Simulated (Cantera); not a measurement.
What does this Cantera script print?

```python
import numpy as np
import cantera as ct

gas = ct.Solution("h2o2.yaml")
gas.TPX = 600, 13000, {'H2': 1.3, 'O2': 0.217, 'N2': 0.817}
flame = ct.FreeFlame(gas, width=0.17)
flame.set_refine_criteria(ratio=3, slope=0.08, curve=0.16)
flame.transport_model = "mixture-averaged"
flame.solve(loglevel=0, auto=True)
z, T = flame.grid, flame.T
thick = (T[-1] - T[0]) / np.gradient(T, z).max()
show = ['H2', 'O2', 'OH', 'H2O', 'O', 'H2O2']
print(f"laminar burning velocity  {flame.velocity[0] * 100:.3f} cm/s")
print(f"burnt temperature         {T[-1]:.1f} K")
print(f"thermal thickness         {thick * 1e3:.4f} mm")
print(f"grid points               {len(z)}")
z0 = z[flame.heat_release_rate.argmax()]
print(f"{'z/mm':>9s}{'T/K':>9s}{'u/(m/s)':>9s}" + "".join(f"{s:>11s}" for s in show))
rows = []
for k in (-3, -2, -1.5, -1, -0.5, -0.25, 0, 0.25, 0.5, 1, 2, 4, 8):
    zz = z0 + k * thick
    rows.append([k * thick, np.interp(zz, z, T), np.interp(zz, z, flame.velocity),
                 *(np.interp(zz, z, flame.X[gas.species_index(s)]) for s in show)])
    print(f"{rows[-1][0] * 1e3:9.3f}{rows[-1][1]:9.1f}{rows[-1][2]:9.3f}" + "".join(f"{x:11.3e}" for x in rows[-1][3:]))
```

It prints:

```
laminar burning velocity  613.558 cm/s
burnt temperature         2018.2 K
thermal thickness         6.9474 mm
grid points               140
     z/mm      T/K  u/(m/s)         H2         O2         OH        H2O          O       H2O2
  -20.842    600.0    6.136  5.570e-01  9.297e-02  2.942e-17  2.033e-14  4.567e-16  5.195e-16
  -13.895    600.0    6.136  5.570e-01  9.297e-02  1.398e-14  3.586e-12  2.063e-13  3.308e-15
  -10.421    600.0    6.136  5.570e-01  9.297e-02  1.648e-12  3.028e-10  2.234e-11  4.237e-13
   -6.947    600.0    6.136  5.570e-01  9.297e-02  1.684e-09  1.694e-07  5.371e-09  5.069e-10
   -3.474    615.4    6.280  5.547e-01  9.269e-02  2.160e-05  1.013e-03  1.078e-05  3.575e-07
   -1.737    739.4    7.448  5.306e-01  8.868e-02  1.426e-04  1.259e-02  1.869e-04  1.719e-07
    0.000   1057.7   10.416  4.138e-01  4.875e-02  9.126e-04  9.729e-02  2.155e-03  7.978e-08
    1.737   1259.2   12.373  3.354e-01  4.254e-03  9.222e-04  1.841e-01  7.686e-04  2.477e-08
    3.474   1333.8   13.051  3.340e-01  3.203e-04  9.424e-04  1.928e-01  3.098e-04  1.897e-08
    6.947   1419.7   13.807  3.418e-01  8.007e-05  1.147e-03  1.942e-01  2.849e-04  2.110e-08
   13.895   1520.6   14.677  3.521e-01  6.754e-05  1.353e-03  1.955e-01  2.634e-04  2.091e-08
   27.790   1626.9   15.575  3.632e-01  5.267e-05  1.469e-03  1.971e-01  2.134e-04  1.668e-08
   55.579   1729.0   16.420  3.740e-01  3.532e-05  1.435e-03  1.989e-01  1.482e-04  1.069e-08
```

Cantera simulation using the H2/O2 subset of GRI-Mech 3.0, which has no nitrogen chemistry; the numbers are that mechanism's predictions, not measurements. Burning velocities carry a grid error of a few per cent, more on coarse grids.
